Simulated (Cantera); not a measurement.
A Cantera script and its output.

```python
import numpy as np
import cantera as ct

gas = ct.Solution("gri30.yaml")


def delay(T, t_max=10):
    gas.TPX = T, 1000000, {'C3H8': 2.5, 'O2': 8.06, 'N2': 41.1}
    reactor = ct.IdealGasReactor(gas, clone=False)
    net = ct.ReactorNet([reactor])
    net.rtol, net.atol = 1e-8, 1e-16
    while net.time < t_max:
        t_old, T_old = net.time, reactor.T
        net.step()
        if reactor.T > T + 400:  # ignition: a rise of 400 K
            return t_old + (T + 400 - T_old) / (reactor.T - T_old) * (net.time - t_old)
    return np.nan


taus = []
for T in [1300, 1350, 1400, 1450, 1500, 1550, 1600, 1650, 1700]:
    taus.append(delay(T))
    print(f"T0 = {T:6g} K   tau = {taus[-1]:.4e} s")
```

Result:

```
T0 =   1300 K   tau = 3.4847e-04 s
T0 =   1350 K   tau = 1.5785e-04 s
T0 =   1400 K   tau = 7.6825e-05 s
T0 =   1450 K   tau = 4.0205e-05 s
T0 =   1500 K   tau = 2.2565e-05 s
T0 =   1550 K   tau = 1.3517e-05 s
T0 =   1600 K   tau = 8.5946e-06 s
T0 =   1650 K   tau = 5.7654e-06 s
T0 =   1700 K   tau = 4.0562e-06 s
```

Detailed kinetics in Cantera: GRI-Mech 3.0 (53 species, 325 reactions). GRI-Mech 3.0 was tuned for natural gas; its chemistry of propane as a main component is partial and can be far from experiment.
